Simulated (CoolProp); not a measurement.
Properties of sulfur dioxide along the isobar 0.101 MPa.

Computed with CoolProp (reference Helmholtz-energy equation of state, Gao 2016).

```tsv
T (K)	phase	Z	cp (kJ/(kg K))	speed of sound (m/s)
246.6	liquid	0.002098	1.358	1097
266.5	gas	0.9737	0.6485	206.7
286.4	gas	0.9803	0.6480	214.5
306.2	gas	0.9848	0.6508	221.8
326.1	gas	0.9880	0.6560	228.8
346	gas	0.9903	0.6627	235.5
365.9	gas	0.9921	0.6705	241.9
385.8	gas	0.9934	0.6790	248.1
405.7	gas	0.9945	0.6879	254.2
425.6	gas	0.9954	0.6968	260.0
445.5	gas	0.9960	0.7058	265.7
465.3	gas	0.9966	0.7145	271.3
485.2	gas	0.9971	0.7231	276.7
505.1	gas	0.9975	0.7314	282.0
525	gas	0.9978	0.7395	287.2
```
